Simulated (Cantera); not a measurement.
Input: 1 mol Pb, 9.1 mol CO, 23 mol H₂, at 600 °C and 1.00 bar.

Method: chemical equilibrium by Gibbs-energy minimisation in Cantera with the NASA 1993 tables (ideal gas, pure condensed phases). Candidate condensed phases: C, C₆H₆, C₇H₈, C₈H₁₈, H₂O, Pb, PbO, PbO₂, Pb₃O₄; 113 gas species. Rates play no part.

Base state: H₂ 0.544, H₂O 0.179, CH₄ 0.133, CO 0.0772, CO₂ 0.0676 (mole fractions); condensed: C(graphite) + Pb(l).

Problem. What changes in the equilibrium state with this change: CO from 9.1 to 0.11 mol?

Solution. 
| species | before | after |
|---|---|---|
| H₂ | 0.544 | 0.990 |
| CH₄ | 0.133 | 0.00479 |
| H₂O | 0.179 | 0.00479 |
| CO₂ | 0.0676 | 1.60e-7 |
| CO | 0.0772 | 1.24e-5 |
| C(graphite), mol | 2.64 | 0 |
| Pb(l), mol | 1.000 | 1.000 |
